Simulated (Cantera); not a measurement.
What does this Cantera script print?

```python
import numpy as np
import cantera as ct

gas_names = """
    B BH BH2 BH3 BN BO BO2 B2 B2O B2O2 B2O3 B3O3H3 H HBO HBO2 HNO HNO2 HNO3 HO2 H2 H2O H2O2 H3B3O6 N NH
    NH2 NH3 NH2OH NO NO2 NO3 N2 N2H2 N2H4 N2O O OH O2 O3
""".split()
cond_names = """
    B(b) B(L) BN(s) B2O3(L) B3O3H3(cr) H2O(s) H2O(L)
""".split()


# ... load() reads the species with a 1 bar reference pressure and builds the phases ...
atoms = {
    'B2H6': {'B': 2, 'H': 6},
    'O2': {'O': 2},
    'N2': {'N': 2},
}
top_T = {'BN(s)': 3200}  # K; cautious upper limits of use, not melting points


# ... equilibrate(T, P, feed) seeds the gas with the atoms and calls Mixture.equilibrate('TP', solver="vcs", rtol=1e-11, max_steps=5000) ...
results = []
feed = {'B2H6': 1, 'O2': 0.28, 'N2': 1.4}  # mol
T = 1250  # K
for P in [10, 32, 100, 320, 1000, 3200, 10000, 32000, 100000]:
    mix = equilibrate(T, P, feed)
    results.append((T, P, feed, dict(zip(mix.species_names, mix.species_moles))))

top = {s: max(r[3][s] / sum(r[3][g] for g in gas_names) for r in results) for s in gas_names}
cols = sorted((s for s in top if top[s] > 0.0001), key=lambda s: -top[s])[:7]
seen = [c for c in cond_names if any(r[3].get(c, 0) > 1e-12 for r in results)]
print("log10 of partial pressures in bar; condensed amounts in mol")
print(f"{'P/Pa':>10s}" + "".join(f"{s[:9]:>10s}" for s in cols + seen))
for T, P, feed, n in results:
    ng = sum(n[g] for g in gas_names)
    print(f"{P:10.4g}" + "".join(f"{np.log10(max(n[s] / ng * P / 1e5, 1e-99)):10.3f}" for s in cols)
          + "".join(f"{n.get(c, 0):10.4g}" for c in seen))
```

Result:

```
log10 of partial pressures in bar; condensed amounts in mol
      P/Pa        H2        N2       H2O      HBO2       HBO      B2O3     BN(s)   B2O3(L)
        10    -4.079    -4.788    -7.735    -6.651    -7.069    -7.356     1.629    0.1785
        32    -3.573    -4.282    -7.061    -6.314    -6.900    -7.356     1.629    0.1817
       100    -3.078    -3.787    -6.400    -5.984    -6.735    -7.356     1.629    0.1833
       320    -2.573    -3.282    -5.727    -5.647    -6.567    -7.356     1.629    0.1841
      1000    -2.078    -2.787    -5.067    -5.317    -6.402    -7.356     1.629    0.1844
      3200    -1.573    -2.282    -4.394    -4.981    -6.233    -7.356      1.63    0.1843
     1e+04    -1.078    -1.788    -3.734    -4.651    -6.069    -7.356     1.631    0.1839
   3.2e+04    -0.574    -1.283    -3.061    -4.314    -5.900    -7.356     1.633    0.1831
     1e+05    -0.079    -0.789    -2.402    -3.985    -5.735    -7.356     1.636    0.1817
```

Method: chemical equilibrium by Gibbs-energy minimisation in Cantera with the NASA 1993 tables (ideal gas, pure condensed phases). The feed counts by its element totals alone. N2 is the only nitrogen source here; it is nearly inert below about 1500 K, so the nitride shown seldom forms there in practice. Mutual solubility and eutectic melting of coexisting phases are not modelled. Gases not in the tables: H3BO3.
